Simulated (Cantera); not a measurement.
# Adiabatic ignition

An adiabatic, constant-pressure homogeneous reactor starts with 3.38 % C₃H₈, 12.1 % O₂, 84.5 % N₂, at 1650 K and 5.00 bar.

Cantera simulation using GRI-Mech 3.0 (53 species, 325 reactions); the numbers are that mechanism's predictions, not measurements. GRI-Mech 3.0 was tuned for natural gas; its chemistry of propane as a main component is partial and can be far from experiment.

| t (s) | T (K) | x C₃H₈ | x O₂ | x H₂ | x H₂O₂ | x HCN | x H₂O | x CO₂ |
|---|---|---|---|---|---|---|---|---|
| 2.00e-6 | 1633 | 0.0290 | 0.119 | 0.00152 | 6.11e-6 | 2.19e-10 | 0.00105 | 2.51e-5 |
| 6.38e-6 | 1643 | 0.0160 | 0.111 | 0.00754 | 1.39e-5 | 3.43e-9 | 0.00673 | 0.000214 |
| 2.04e-5 | 2441 | <1e-12 | 0.00358 | 0.0298 | 1.67e-7 | 1.21e-7 | 0.0803 | 0.0277 |
| 6.50e-5 | 2597 | <1e-12 | 0.000928 | 0.0283 | 7.34e-8 | 2.76e-9 | 0.0902 | 0.0307 |
| 0.000208 | 2640 | <1e-12 | 0.000323 | 0.0280 | 3.61e-8 | 1.12e-8 | 0.0933 | 0.0315 |
| 0.000662 | 2641 | <1e-12 | 0.000288 | 0.0281 | 3.33e-8 | 1.76e-8 | 0.0934 | 0.0314 |
| 0.00211 | 2638 | <1e-12 | 0.000278 | 0.0282 | 3.25e-8 | 2.59e-8 | 0.0932 | 0.0313 |
| 0.00675 | 2638 | <1e-12 | 0.000275 | 0.0283 | 3.22e-8 | 2.90e-8 | 0.0932 | 0.0312 |
| 0.0215 | 2638 | <1e-12 | 0.000275 | 0.0283 | 3.22e-8 | 2.90e-8 | 0.0932 | 0.0312 |
| 0.0687 | 2638 | <1e-12 | 0.000275 | 0.0283 | 3.22e-8 | 2.90e-8 | 0.0932 | 0.0312 |
| 0.219 | 2638 | <1e-12 | 0.000275 | 0.0283 | 3.22e-8 | 2.90e-8 | 0.0932 | 0.0312 |
| 0.700 | 2638 | <1e-12 | 0.000275 | 0.0283 | 3.22e-8 | 2.90e-8 | 0.0932 | 0.0312 |
x: mole fraction; the columns are a selection and need not sum to one.

```
Item                                                                  Result
---------------------------------  -----------------------------------------
time of steepest temperature rise                                    13.5 µs
temperature at 0.700 s                                                2638 K
equilibrium temperature                                               2638 K
x(C₃H₈) at 0.700 s                     <1e-12 (gas-phase equilibrium <1e-12)
x(O₂) at 0.700 s                   0.000275 (gas-phase equilibrium 0.000275)
x(H₂) at 0.700 s                       0.0283 (gas-phase equilibrium 0.0283)
```
